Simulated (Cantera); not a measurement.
Input: 1 mol Ca(OH)2, 0.13 mol CO2, equilibrated at 390000 Pa.

Equilibrium computed with Cantera from the NASA thermochemical tables; the gas is ideal and each condensed phase is pure. Candidate condensed phases: C, C6H6, C7H8, C8H18, Ca, CaCO3, CaO, Ca(OH)2, H2O; 115 gas species. Mutual solubility and eutectic melting of coexisting phases are not modelled. Equilibrium is a limit: real reactors are often held back by kinetics, nucleation or transport.

x: gas mole fraction; n: condensed amount in mol.

```tsv
T (K)	x H2O	x CO2	x H2	x O2	n CaCO3(calcite)	n CaO(s)
973	0.992	0.00796	9.07e-8	___	0.122	0.878
1073	0.943	0.0566	5.82e-7	___	0.0700	0.930
1173	0.885	0.115	2.64e-6	___	0	1.00
1273	0.885	0.115	9.94e-6	___	0	1.00
1373	0.885	0.115	3.09e-5	___	0	1.00
1473	0.885	0.115	8.26e-5	___	0	1.00
1573	0.885	0.115	0.000195	___	0	1.000
1673	0.884	0.115	0.000414	___	0	1.000
1773	0.883	0.115	0.000810	___	0	1.000
```

Problem. Fill in the missing entries.

Solution. 
- 973, x O2: 4.48e-8
- 1073, x O2: 2.99e-7
- 1173, x O2: 1.48e-6
- 1273, x O2: 5.75e-6
- 1373, x O2: 1.84e-5
- 1473, x O2: 5.05e-5
- 1573, x O2: 0.000122
- 1673, x O2: 0.000266
- 1773, x O2: 0.000531
